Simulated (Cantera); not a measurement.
A Cantera script and what it prints.

```python
import numpy as np
import cantera as ct

gas_names = """
    Cs CsO CsOH Cs2 Cs2O Cs2O2H2 H HO2 H2 H2O H2O2 O OH O2 O3
""".split()
cond_names = """
    Cs(cr) Cs(L) CsOH(a) CsOH(b) CsOH(c) CsOH(L) H2O(s) H2O(L)
""".split()


# ... load() reads the species with a 1 bar reference pressure and builds the phases ...
atoms = {
    'CsOH': {'Cs': 1, 'O': 1, 'H': 1},
    'H2': {'H': 2},
}
top_T = {}  # K; cautious upper limits of use, not melting points


# ... equilibrate(T, P, feed) seeds the gas with the atoms and calls Mixture.equilibrate('TP', solver="vcs", rtol=1e-11, max_steps=5000) ...
results = []
T = 1973  # K
P = 28  # Pa
for m in [0.81, 1.1, 1.4, 1.8, 2.4, 3.2, 4.1, 5.4]:
    feed = {'CsOH': 1, 'H2': m}  # mol
    mix = equilibrate(T, P, feed)
    results.append((T, P, feed, dict(zip(mix.species_names, mix.species_moles))))

top = {s: max(r[3][s] / sum(r[3][g] for g in gas_names) for r in results) for s in gas_names}
cols = sorted((s for s in top if top[s] > 1e-05), key=lambda s: -top[s])[:9]
seen = [c for c in cond_names if any(r[3].get(c, 0) > 1e-12 for r in results)]
print("log10 of partial pressures in bar; condensed amounts in mol")
print(f"{'n(H2)':>10s}" + "".join(f"{s[:9]:>10s}" for s in cols + seen))
for T, P, feed, n in results:
    ng = sum(n[g] for g in gas_names)
    print(f"{feed['H2']:10.4g}" + "".join(f"{np.log10(max(n[s] / ng * P / 1e5, 1e-99)):10.3f}" for s in cols)
          + "".join(f"{n.get(c, 0):10.4g}" for c in seen))
```

It prints:

```
log10 of partial pressures in bar; condensed amounts in mol
     n(H2)        H2        Cs       H2O         H      CsOH        OH        O2         O       CsO
      0.81    -4.397    -3.954    -3.967    -5.068    -5.023    -5.661    -6.400    -6.466    -7.939
       1.1    -4.202    -3.999    -4.008    -4.971    -5.206    -5.800    -6.873    -6.702    -8.220
       1.4    -4.084    -4.043    -4.051    -4.912    -5.352    -5.901    -7.193    -6.862    -8.425
       1.8    -3.986    -4.097    -4.104    -4.863    -5.508    -6.003    -7.495    -7.013    -8.629
       2.4    -3.897    -4.168    -4.173    -4.818    -5.692    -6.117    -7.813    -7.172    -8.859
       3.2    -3.827    -4.247    -4.252    -4.783    -5.886    -6.231    -8.111    -7.321    -9.087
       4.1    -3.779    -4.322    -4.327    -4.759    -6.060    -6.330    -8.356    -7.444    -9.285
       5.4    -3.736    -4.412    -4.417    -4.738    -6.260    -6.441    -8.621    -7.576    -9.507
```

Equilibrium computed with Cantera from the NASA thermochemical tables; the gas is ideal and each condensed phase is pure.
